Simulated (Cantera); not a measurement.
Sublimation and decomposition of ceramics: Al2O3 + H2

A closed system holds: 1 mol Al2O3, 0.21 mol H2, at 1400 K and 7430 Torr.

Cantera equilibrium calculation (NASA polynomials, part measured and part estimated; ideal gas, pure solids and liquids). Candidate condensed phases: Al, Al2O3, H2O; 19 gas species. Equilibrium is a limit: real reactors are often held back by kinetics, nucleation or transport.

The x(H2) is 1.000, the x(H) is 1.55e-6 and the n(Al2O3(s)) is 1.00 mol. The gas amount is 0.2100 mol and the log10 activity of Al(l) (absent) is -1.99.
